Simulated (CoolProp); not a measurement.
A closed Brayton cycle with carbon dioxide: compressor inlet 319.15 K and 8.6 MPa, high pressure 29.3 MPa, turbine inlet 760 K, compressor efficiency 0.8, turbine efficiency 0.85, recuperator effectiveness 0 (on enthalpy, no pinch check). Each further row changes one setting.

Model: reference Helmholtz-energy equation of state, Span 1996, in CoolProp.

```json
[
 {"case": "as stated", "thermal efficiency (%)": "15.3", "net work (kJ/kg)": "73.3", "compressor to turbine work": "0.46", "compressor exit (K)": "412.8", "turbine exit (K)": "628.1"},
 {"case": "turbine inlet 710 K", "thermal efficiency (%)": "___", "net work (kJ/kg)": "62.4", "compressor to turbine work": "0.50", "compressor exit (K)": "412.8", "turbine exit (K)": "___"},
 {"case": "compressor inlet 329.15 K", "thermal efficiency (%)": "___", "net work (kJ/kg)": "62.3", "compressor to turbine work": "___", "compressor exit (K)": "436.3", "turbine exit (K)": "628.1"},
 {"case": "high pressure 24.9 MPa", "thermal efficiency (%)": "___", "net work (kJ/kg)": "67.8", "compressor to turbine work": "___", "compressor exit (K)": "399.9", "turbine exit (K)": "___"},
 {"case": "recuperator effectiveness 0.5", "thermal efficiency (%)": "20.7", "net work (kJ/kg)": "73.3", "compressor to turbine work": "0.46", "compressor exit (K)": "412.8", "turbine exit (K)": "628.1"}
]
```

**Question.** Complete the blanks.

**Answer.** 
- turbine inlet 710 K, thermal efficiency (%): 15.0
- turbine inlet 710 K, turbine exit (K): 582.6
- compressor inlet 329.15 K, thermal efficiency (%): 14.3
- compressor inlet 329.15 K, compressor to turbine work: 0.54
- high pressure 24.9 MPa, thermal efficiency (%): 13.8
- high pressure 24.9 MPa, compressor to turbine work: 0.43
- high pressure 24.9 MPa, turbine exit (K): 645.1
